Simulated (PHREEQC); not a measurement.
30 mol of Carnallite (KMgCl3:6H2O) is brought to equilibrium with 1 kg of water holding 1.5 mol/kgw NaCl, at 20 °C and several pressures. CO2 from the air is kept out. Only these solids could form: Carnallite, Bischofite, Brucite, Halite, Sylvite, MgCl2_4H2O.

Base run: PHREEQC, Pitzer model, pitzer.dat. Each further column changes one thing. The table gives dissolved K (mol/kgw).

```json
[
 {"P (atm)": "1", "base": "0.455", "temperature from 20 to 25 °C": "0.505"},
 {"P (atm)": "100", "base": "0.458", "temperature from 20 to 25 °C": "0.509"},
 {"P (atm)": "200", "base": "0.460", "temperature from 20 to 25 °C": "0.512"},
 {"P (atm)": "300", "base": "0.462", "temperature from 20 to 25 °C": "0.514"},
 {"P (atm)": "500", "base": "0.463", "temperature from 20 to 25 °C": "0.517"},
 {"P (atm)": "800", "base": "0.461", "temperature from 20 to 25 °C": "0.517"},
 {"P (atm)": "1000", "base": "0.456", "temperature from 20 to 25 °C": "0.514"}
]
```
